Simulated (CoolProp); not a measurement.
Vapour-liquid equilibrium of propylene (1) + R22 (2) at 25.6 kPa; x and y are mole fractions of (1).

The numbers come from the multi-fluid Helmholtz-energy mixture model, Lemmon 2013 and Kamei 1995; pair parameters Bell 2016 in CoolProp.

```csv
x,"bubble temperature, mixture model (K)","bubble temperature, Raoult's law (K)","y, mixture model","y, Raoult's law"
0.05,205.6,206.3,0.112,0.075
0.2,203.1,205.0,0.346,0.280
0.35,201.6,203.8,0.497,0.457
0.5,200.6,202.7,0.613,0.612
0.65,199.9,201.6,0.717,0.747
0.8,199.4,200.6,0.825,0.865
0.95,199.3,199.6,0.950,0.968
```

The largest gap from Raoult's law is -2.2 K in bubble temperature, at x = 0.35. No azeotrope shows between x = 0.05 and 0.95.

The pair parameters rest on a limited set of measurements; away from them the model extrapolates.
